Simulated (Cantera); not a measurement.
Charge: 1 mol C, a varied amount of NH3, held at 2923.15 K and 26.0 Pa.

Method: chemical equilibrium by Gibbs-energy minimisation in Cantera with the NASA 1993 tables (ideal gas, pure condensed phases). Candidate condensed phases: C, C6H6, C7H8, C8H18; 92 gas species. The numbers say what is thermodynamically allowed, not how fast it happens.

x: gas mole fraction; n: condensed amount in mol.

```json
[
 {"n(NH3) (mol)": "0.012", "x H": "0.269", "x C3": "0.517", "x C": "0.0920", "x N2": "0.0333", "x C2": "0.0517", "x CN": "0.0234", "x C5": "0.00745", "n C(graphite)": "0.761"},
 {"n(NH3) (mol)": "0.018", "x H": "0.269", "x C3": "0.517", "x C": "0.0920", "x N2": "0.0333", "x C2": "0.0517", "x CN": "0.0234", "x C5": "0.00745", "n C(graphite)": "0.642"},
 {"n(NH3) (mol)": "0.026", "x H": "0.269", "x C3": "0.517", "x C": "0.0920", "x N2": "0.0333", "x C2": "0.0517", "x CN": "0.0234", "x C5": "0.00745", "n C(graphite)": "0.483"},
 {"n(NH3) (mol)": "0.037", "x H": "0.269", "x C3": "0.517", "x C": "0.0920", "x N2": "0.0333", "x C2": "0.0517", "x CN": "0.0234", "x C5": "0.00745", "n C(graphite)": "0.265"},
 {"n(NH3) (mol)": "0.054", "x H": "0.281", "x C3": "0.504", "x C": "0.0912", "x N2": "0.0352", "x C2": "0.0509", "x CN": "0.0239", "x C5": "0.00714", "n C(graphite)": "0"},
 {"n(NH3) (mol)": "0.078", "x H": "0.351", "x C3": "0.431", "x C": "0.0866", "x N2": "0.0459", "x C2": "0.0458", "x CN": "0.0259", "x C5": "0.00551", "n C(graphite)": "0"},
 {"n(NH3) (mol)": "0.11", "x H": "(withheld)", "x C3": "(withheld)", "x C": "0.0816", "x N2": "(withheld)", "x C2": "(withheld)", "x CN": "0.0272", "x C5": "(withheld)", "n C(graphite)": "0"},
 {"n(NH3) (mol)": "0.16", "x H": "0.493", "x C3": "0.286", "x C": "0.0756", "x N2": "0.0691", "x C2": "0.0349", "x CN": "0.0277", "x C5": "0.00278", "n C(graphite)": "0"},
 {"n(NH3) (mol)": "0.24", "x H": "0.567", "x C3": "0.213", "x C": "0.0685", "x N2": "0.0819", "x C2": "0.0286", "x CN": "0.0274", "x C5": "0.00170", "n C(graphite)": "0"}
]
```

### Question
What belongs in the gaps?

### Answer

- 0.11, x H: 0.419
- 0.11, x C3: 0.361
- 0.11, x N2: 0.0569
- 0.11, x C2: 0.0407
- 0.11, x C5: 0.00409
